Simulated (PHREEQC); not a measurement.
Reverse-osmosis permeate: an equilibrium model

Model water analysis in mg/L, 25 °C, pH 6.3, pe 8.5:

```
constituent           mg/L
------------------  ------
Na                  0.0368
K                    0.244
Ca                    1.37
Mg                    1.76
Cl                    4.81
S(6) as SO4           3.24
Alkalinity as HCO3    1.08
Si as SiO2          0.0235
```

Valence states are taken as typed.

All values are PHREEQC results (ion-association model, phreeqc.dat), not measurements.

No solid was allowed to form.

What charge-balance error does the model give?

charge-balance error 0.0 %.

In which forms is C present?

CO2 52 %, HCO3- 48 % of the C.

Complexes and solids missing from the database can't appear.
